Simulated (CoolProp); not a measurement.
The numbers come from the reference Helmholtz-energy equation of state, Span 2003 in CoolProp. It is a short technical equation, of lower accuracy than the large ones.

### Question
For n-heptane, give the phase and the density (kg/m³), cp (kJ/(kg K)), cv (kJ/(kg K)), viscosity (µPa s) at 495.1 K and 2.13 bar.

### Answer
- 495.1 K and 2.13 bar: gas; density 5.39, cp 2.53, cv 2.43, viscosity 9.71

Viscosity comes from a separate model (Michailidou 2014).
